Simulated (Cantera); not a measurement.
Charge: 1 mol Si₂H₆, 1.2 mol N₂O, 0.37 mol H₂, 0.12 mol H₂O, at 5.20e-5 bar.

Method: chemical equilibrium by Gibbs-energy minimisation in Cantera with the NASA 1993 tables (ideal gas, pure condensed phases). Candidate condensed phases: H₂O, Si, SiO₂, Si₂N₂O, Si₃N₄; 35 gas species. The feed counts by its element totals alone. Mutual solubility and eutectic melting of coexisting phases are not modelled. The tables' values for SiN are old estimates; treat these amounts as uncertain. The tables hold silica as quartz up to 1696 K and as liquid above; real silica turns to tridymite and cristobalite and melts near 1996 K. The numbers say what is thermodynamically allowed, not how fast it happens.

x: gas mole fraction; n: condensed amount in mol.

```csv
T (°C),x H₂,x SiO,x N₂,x H,x Si,n SiO₂(β-quartz),n Si₂N₂O(s),n Si(s)
1100,0.845,0.0605,0.0944,0.000424,4.37e-8,0.130,0.810,0
1125,0.763,0.127,0.109,0.000573,1.32e-7,0.0200,0.700,0
1150,0.750,0.138,0.112,[?],[?],0,0.680,0
1175,0.750,0.138,0.112,0.00111,5.18e-6,0,0.680,0
1200,0.749,0.138,0.112,0.00152,3.10e-5,0,0.680,0
1225,0.748,0.138,0.112,0.00206,0.000174,0,0.679,0
1250,0.591,0.213,0.193,0.00246,0.000347,0,0.0647,0.613
1275,0.578,0.219,0.199,0.00325,0.000611,0,0,0.676
1300,0.577,0.219,0.199,0.00428,0.00106,0,0,0.673
1325,0.575,0.219,0.199,[?],[?],0,0,0.669
1350,0.573,0.218,0.198,0.00726,0.00301,0,0,0.661
1375,0.570,0.218,0.198,0.00933,0.00495,0,0,0.649
1400,0.567,0.217,0.197,0.0119,0.00803,0,0,0.630
```

Complete the blanks.


- 1150, x H: 0.000798
- 1150, x Si: 8.12e-7
- 1325, x H: 0.00560
- 1325, x Si: 0.00180
